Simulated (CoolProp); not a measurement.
A single-stage vapour-compression cycle with ammonia: evaporating at 212.15 K (dew point), condensing at 237.15 K (bubble point), superheat 10 K, subcooling 8 K, compressor efficiency 0.8, no pressure losses. Each further row changes one setting.

The numbers come from the reference Helmholtz-energy equation of state, Gao 2020 in CoolProp.

| case | cooling COP | pressure ratio | discharge temperature (K) | refrigerating effect (kJ/kg) | volumetric capacity (kJ/m³) |
|---|---|---|---|---|---|
| as stated | (withheld) | 4.32 | 336.3 | 1390 | 265 |
| evaporating temperature 217.15 K | 7.78 | (withheld) | (withheld) | (withheld) | 361 |
| condensing temperature 232.15 K | (withheld) | 3.32 | 313.4 | 1410 | 269 |
| subcooling 13 K | (withheld) | 4.32 | 336.3 | 1410 | 269 |
| superheat 20 K | 5.73 | 4.32 | (withheld) | 1410 | 257 |
| compressor efficiency 0.7 | 5.16 | 4.32 | 351.7 | 1390 | 265 |

Fill in the missing entries.


- as stated, cooling COP: 5.90
- evaporating temperature 217.15 K, pressure ratio: 3.13
- evaporating temperature 217.15 K, discharge temperature (K): 314.7
- evaporating temperature 217.15 K, refrigerating effect (kJ/kg): 1400
- condensing temperature 232.15 K, cooling COP: 7.56
- subcooling 13 K, cooling COP: 5.99
- superheat 20 K, discharge temperature (K): 350.6
